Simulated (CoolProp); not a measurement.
Properties of C2F6 (R116) at several states (Tc = 293.0 K, pc = 3048 kPa, ω = 0.257).

Computed with CoolProp (reference Helmholtz-energy equation of state, Lemmon 2006). It is a short technical equation, of lower accuracy than the large ones.

| T (K) | p (kPa) | phase | density (kg/m³) | Prandtl number |
|---|---|---|---|---|
| 409.4 | 1620 | gas | 69.19 | 0.801 |
| 205.2 | 339 | liquid | ___ | 4.74 |
| 248.8 | 1920 | liquid | 1339 | ___ |
| 276.7 | 10100 | liquid | 1284 | 3.21 |
| 317.4 | 2610 | gas | ___ | 0.934 |

### Question
Fill in the missing entries.

### Answer

- 205.2, density (kg/m³): 1560
- 248.8, Prandtl number: 3.56
- 317.4, density (kg/m³): 184.2

Viscosity comes from a separate model (Huber 2003), an estimate that may be off by 10 % or more. Thermal conductivity comes from a separate model (Huber 2003), an estimate that may be off by 10 % or more.
